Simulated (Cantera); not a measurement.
Input: 1 mol SiCl₄, 0.13 mol C₃H₈, 110 mol H₂, held at 2027 °C and 220 Pa.

These are equilibrium values from Cantera (NASA tables, ideal gas, pure condensed phases), not measurements of a reactor. Candidate condensed phases: C, C₆H₆, C₇H₈, C₈H₁₈, Si, SiC; 109 gas species. The tables' values for SiCl are old estimates; treat these amounts as uncertain. Kinetics and transport are ignored.

Base state: H₂ 0.777, H 0.182, HCl 0.0272, Si 0.00731, Cl 0.00459, C₂H₂ (acetylene) 0.00117, SiC₂ 0.000351, SiH 0.000111 (mole fractions); condensed: gas only.

What changes in the equilibrium state with this change: temperature from 2027 °C to 1902 °C?


```
species   before     after
-------  -------  --------
H₂         0.777     0.861
H          0.182    0.0966
HCl       0.0272    0.0306
Si       0.00731   0.00722
SiCl₂    2.89e-5  0.000119
Si₂C     4.21e-5  0.000167
```
Gases not in the tables: Si₂H₆ and higher silanes.

What changes in the equilibrium state with this change: temperature from 2027 °C to 2302 °C?


```csv
species,before,after
H,0.182,0.503
H₂,0.777,0.464
HCl,0.0272,0.0148
Cl,0.00459,0.0113
Si,0.00731,0.00622
C,2.24e-6,7.28e-5
SiCl₂,2.89e-5,1.10e-6
C₃,1.56e-6,3.10e-5
```

What changes in the equilibrium state with this change: SiCl₄ replaced by CH₃SiH₃?


```tsv
species	before	after
H₂	0.777	0.804
H	0.182	0.185
Si	0.00731	0.00676
HCl	0.0272	0
Cl	0.00459	0
SiCl	8.94e-5	0
SiCl₂	2.89e-5	0
C(graphite), mol	0	0.254
```
The feed counts by its element totals alone.
